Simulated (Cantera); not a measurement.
A closed system holds: 1 mol SiO2, 1.4 mol Al2O3, 0.31 mol O2, equilibrated at 950 K and 5.20 mbar.

Equilibrium computed with Cantera from the NASA thermochemical tables; the gas is ideal and each condensed phase is pure. Candidate condensed phases: Al, Al2O3, Al2SiO5, Al6Si2O13, Si, SiO2; 14 gas species. Condensed phases not in the tables: alloys, solid solutions and most ternary compounds. The numbers say what is thermodynamically allowed, not how fast it happens.

Base state: O2 1.00 (mole fractions); condensed: Al2O3(s) + Al2SiO5(andalusite).

Q: What changes in the equilibrium state with this change: temperature from 950 K to 1350 K?

A: 
```
species                   before   after
------------------------  ------  ------
O2                          1.00   1.000
Al2O3(s), mol              0.400       0
Al2SiO5(andalusite), mol    1.00       0
Al6Si2O13(mullite), mol        0   0.467
SiO2(β-quartz), mol            0  0.0667
```
Mutual solubility and eutectic melting of coexisting phases are not modelled. The tables hold silica as quartz up to 1696 K and as liquid above; real silica turns to tridymite and cristobalite and melts near 1996 K.
